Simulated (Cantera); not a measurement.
A Cantera script and what it prints.

```python
import numpy as np
import cantera as ct

gas_names = [...]  # 151 gases of nasa_gas.yaml made of C, H, N, O, Si
cond_names = """
    C(gr) C6H6(L) C7H8(L) C8H18(L),n-octa H2O(s) H2O(L) Si(cr) Si(L) SiC(b) SiO2(Lqz) SiO2(hqz) SiO2(L)
    Si2N2O(s) Si3N4(a)
""".split()


# ... load() reads the species with a 1 bar reference pressure and builds the phases ...
atoms = {
    'SiC': {'Si': 1, 'C': 1},
    'N2O': {'N': 2, 'O': 1},
    'N2': {'N': 2},
    'H2O': {'H': 2, 'O': 1},
}
top_T = {'C(gr)': 4500, 'SiC(b)': 3050, 'Si2N2O(s)': 2100, 'Si3N4(a)': 2400}  # K; cautious upper limits of use, not melting points


# ... equilibrate(T, P, feed) seeds the gas with the atoms and calls Mixture.equilibrate('TP', solver="vcs", rtol=1e-11, max_steps=5000) ...
results = []
feed = {'SiC': 1, 'N2O': 0.12, 'N2': 730, 'H2O': 0.013}  # mol
P = 133.322  # Pa
for T in [1248, 1298, 1348, 1398, 1448, 1498, 1548, 1598, 1648, 1698, 1748, 1798, 1848, 1898]:
    mix = equilibrate(T, P, feed)
    results.append((T, P, feed, dict(zip(mix.species_names, mix.species_moles))))

top = {s: max(r[3][s] / sum(r[3][g] for g in gas_names) for r in results) for s in gas_names}
cols = sorted((s for s in top if top[s] > 0.001), key=lambda s: -top[s])[:9]
seen = [c for c in cond_names if any(r[3].get(c, 0) > 1e-12 for r in results)]
print("log10 of partial pressures in bar; condensed amounts in mol")
print(f"{'T/K':>10s}" + "".join(f"{s[:9]:>10s}" for s in cols + seen))
for T, P, feed, n in results:
    ng = sum(n[g] for g in gas_names)
    print(f"{T:10.4g}" + "".join(f"{np.log10(max(n[s] / ng * P / 1e5, 1e-99)):10.3f}" for s in cols)
          + "".join(f"{n.get(c, 0):10.4g}" for c in seen))
```

Output:

```
log10 of partial pressures in bar; condensed amounts in mol
       T/K        N2     C(gr)    SiC(b) Si2N2O(s)  Si3N4(a)
      1248    -2.875    0.9731         0    0.1065    0.2623
      1298    -2.875         0    0.9111   0.04439         0
      1348    -2.875         0    0.9102   0.04272  0.001165
      1398    -2.875         0    0.8714         0   0.04133
      1448    -2.875         0    0.8818         0   0.03436
      1498    -2.875         0    0.9056         0   0.01831
      1548    -2.875         0    0.9318         0         0
      1598    -2.875         0    0.9284         0         0
      1648    -2.875         0    0.9203         0         0
      1698    -2.875         0    0.9049         0         0
      1748    -2.875         0    0.8845         0         0
      1798    -2.875         0     0.868         0         0
      1848    -2.875         0    0.8556         0         0
      1898    -2.875     0.107    0.7327         0         0
```

Equilibrium computed with Cantera from the NASA thermochemical tables; the gas is ideal and each condensed phase is pure. Mutual solubility and eutectic melting of coexisting phases are not modelled.
